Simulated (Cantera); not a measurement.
A Cantera script and what it prints.

```python
import numpy as np
import cantera as ct

gas_names = """
    CL CL2 H HCL H2 Na NaCL NaH Na2 Na2CL2
""".split()
cond_names = """
    Na(cr) Na(L) NaCL(s) NaCL(L)
""".split()


# ... load() reads the species with a 1 bar reference pressure and builds the phases ...
atoms = {
    'NaCl': {'Na': 1, 'CL': 1},
    'H2': {'H': 2},
}
top_T = {}  # K; cautious upper limits of use, not melting points


# ... equilibrate(T, P, feed) seeds the gas with the atoms and calls Mixture.equilibrate('TP', solver="vcs", rtol=1e-11, max_steps=5000) ...
results = []
feed = {'NaCl': 1, 'H2': 360}  # mol
T = 1948.15  # K
for P in [0.1, 1, 10, 100, 1000, 10000, 100000]:
    mix = equilibrate(T, P, feed)
    results.append((T, P, feed, dict(zip(mix.species_names, mix.species_moles))))

top = {s: max(r[3][s] / sum(r[3][g] for g in gas_names) for r in results) for s in gas_names}
cols = sorted((s for s in top if top[s] > 1e-06), key=lambda s: -top[s])[:6]
seen = [c for c in cond_names if any(r[3].get(c, 0) > 1e-12 for r in results)]
print("log10 of partial pressures in bar; condensed amounts in mol")
print(f"{'P/Pa':>10s}" + "".join(f"{s[:9]:>10s}" for s in cols + seen))
for T, P, feed, n in results:
    ng = sum(n[g] for g in gas_names)
    print(f"{P:10.4g}" + "".join(f"{np.log10(max(n[s] / ng * P / 1e5, 1e-99)):10.3f}" for s in cols)
          + "".join(f"{n.get(c, 0):10.4g}" for c in seen))
```

Result:

```
log10 of partial pressures in bar; condensed amounts in mol
      P/Pa        H2         H        Na       HCL      NaCL        CL
       0.1    -6.471    -6.182    -8.732    -9.123   -11.674    -8.959
         1    -5.157    -5.525    -7.631    -7.752    -9.859    -8.245
        10    -4.051    -4.972    -6.591    -6.629    -8.249    -7.675
       100    -3.018    -4.455    -5.595    -5.607    -6.748    -7.170
      1000    -2.007    -3.950    -4.641    -4.644    -5.336    -6.712
     1e+04    -1.004    -3.448    -3.739    -3.739    -4.030    -6.308
     1e+05    -0.002    -2.948    -2.891    -2.888    -2.832    -5.958
```

Method: chemical equilibrium by Gibbs-energy minimisation in Cantera with the NASA 1993 tables (ideal gas, pure condensed phases).
